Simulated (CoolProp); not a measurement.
Vapour-liquid equilibrium of toluene (1) + n-decane (2) at 135 kPa; x and y are mole fractions of (1).

Computed with CoolProp (multi-fluid Helmholtz-energy mixture model, Lemmon 2006 and Lemmon 2006; pair parameters Bell 2016).

Question: Give the bubble temperature and the first vapour's composition at x = 0.15, 0.85, 0.95. Is there an azeotrope?

Answer: x = 0.15: 168.3 °C, y = 0.436; x = 0.85: 125.9 °C, y = 0.966; x = 0.95: 122.6 °C, y = 0.989. No azeotrope shows between x = 0.05 and 0.95.

The pair parameters rest on a limited set of measurements; away from them the model extrapolates. The gap from Raoult's law changes sign with composition, which may be real or a fault of the pair parameters; it wasn't checked against measurements.
